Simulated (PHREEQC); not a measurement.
Solution (25 °C): 130 mmol/kgw HF, 0.12 mmol/kgw CsF, 11 mmol/kgw (NH4)2SiF6 and 0.19 mmol/kgw HCl. Closed to the air; pH follows from the charge balance.

All values are PHREEQC results (ion-association model, wateq4f.dat), not measurements.

```tsv
quantity	before	after
pH	2.06	2.42
ionic strength (mol/kgw)	0.0433	0.0108
HF (mol/kgw)	0.0821	0.0196
H2F2 (mol/kgw)	0.0177	0.00100
F- (mol/kgw)	0.00768	0.00385
HF2- (mol/kgw)	0.00244	0.000290
SI of Quartz (SiO2)	-7.05	-4.58
```

Task: Name the change that produced these shifts.
(A) (NH4)2SiF6 from 0.011 to 0.11 mol/kgw
(B) HF from 0.13 to 0.65 mol/kgw
(C) diluted 5-fold with water
(D) HCl from 0.00019 to 0.000285 mol/kgw
(E) (NH4)2SiF6 from 0.011 to 0.0011 mol/kgw

Result: C, diluted 5-fold with water

No solid was allowed to form. wateq4f.dat counts part of the HF as a dimer, H2F2, which phreeqc.dat doesn't know; its constant is uncertain. SiF6-2 is the database's only silicon fluoride.
